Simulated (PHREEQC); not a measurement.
## Brine

Consider water at 25 °C with 1.9 mol/kgw KOH, 0.13 mol/kgw NaCl and 0.0012 mol/kgw H4SiO4. Closed to the air; pH follows from the charge balance.

All values are PHREEQC results (Pitzer model, pitzer.dat), not measurements.

| Property | Result |
|---|---|
| pH | 14.33 |
| ionic strength | 2.03 mol/kgw |
| activity of water | 0.924 |
| density | 1.088 g/cm³ |
| osmotic coefficient | 1.084 |
| total alkalinity | 1900 meq/kg |

```tsv
species	molality	activity	log γ
K+	1.90	1.28	-0.170
OH-	1.90	1.99	0.021
Cl-	0.130	0.0745	-0.242
Na+	0.130	0.0688	-0.276
H2SiO4-2	0.00120	2.89e-5	-1.616
H3SiO4-	4.07e-6	1.99e-6	-0.310
```

This is a speciation only: nothing precipitates in the calculation. In brines, pH and single-ion activities rest on the MacInnes convention.
